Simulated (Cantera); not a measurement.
Cantera with NASA thermochemical tables; ideal gases at 1 bar, condensed phases pure. Values are per mole of reaction as written; species without (g) are pure solids or liquids, kept so even where they would boil at 1 bar.

2 TaO₂(g) + H₂O₂(g) → H₂O(g) + Ta₂O₅

```json
[
 {"T (K)": "725", "ΔH° (kJ)": "…", "ΔS° (J/K)": "…", "ΔG° (kJ)": "…", "log10 K": "…", "condensed phases": "Ta₂O₅(s)"},
 {"T (K)": "925", "ΔH° (kJ)": "-1722.8", "ΔS° (J/K)": "-415.2", "ΔG° (kJ)": "-1338.7", "log10 K": "75.59", "condensed phases": "Ta₂O₅(s)"},
 {"T (K)": "1125", "ΔH° (kJ)": "-1712.7", "ΔS° (J/K)": "-405.4", "ΔG° (kJ)": "-1256.7", "log10 K": "58.35", "condensed phases": "Ta₂O₅(s)"},
 {"T (K)": "1325", "ΔH° (kJ)": "-1702.1", "ΔS° (J/K)": "-396.7", "ΔG° (kJ)": "-1176.5", "log10 K": "46.38", "condensed phases": "Ta₂O₅(s)"},
 {"T (K)": "1525", "ΔH° (kJ)": "…", "ΔS° (J/K)": "…", "ΔG° (kJ)": "…", "log10 K": "…", "condensed phases": "Ta₂O₅(s)"},
 {"T (K)": "1725", "ΔH° (kJ)": "-1679.5", "ΔS° (J/K)": "-381.8", "ΔG° (kJ)": "-1020.9", "log10 K": "30.91", "condensed phases": "Ta₂O₅(s)"},
 {"T (K)": "1925", "ΔH° (kJ)": "…", "ΔS° (J/K)": "…", "ΔG° (kJ)": "…", "log10 K": "…", "condensed phases": "Ta₂O₅(s)"},
 {"T (K)": "2125", "ΔH° (kJ)": "-1532.6", "ΔS° (J/K)": "-309.6", "ΔG° (kJ)": "-874.7", "log10 K": "21.50", "condensed phases": "Ta₂O₅(l)"},
 {"T (K)": "2325", "ΔH° (kJ)": "-1511.7", "ΔS° (J/K)": "-300.2", "ΔG° (kJ)": "-813.7", "log10 K": "18.28", "condensed phases": "Ta₂O₅(l)"}
]
```

Problem. What belongs in the gaps?

Solution. 
- 725, ΔH° (kJ): -1732.1
- 725, ΔS° (J/K): -426.6
- 725, ΔG° (kJ): -1422.8
- 725, log10 K: 102.51
- 1525, ΔH° (kJ): -1691.0
- 1525, ΔS° (J/K): -388.9
- 1525, ΔG° (kJ): -1097.9
- 1525, log10 K: 37.61
- 1925, ΔH° (kJ): -1667.7
- 1925, ΔS° (J/K): -375.3
- 1925, ΔG° (kJ): -945.2
- 1925, log10 K: 25.65
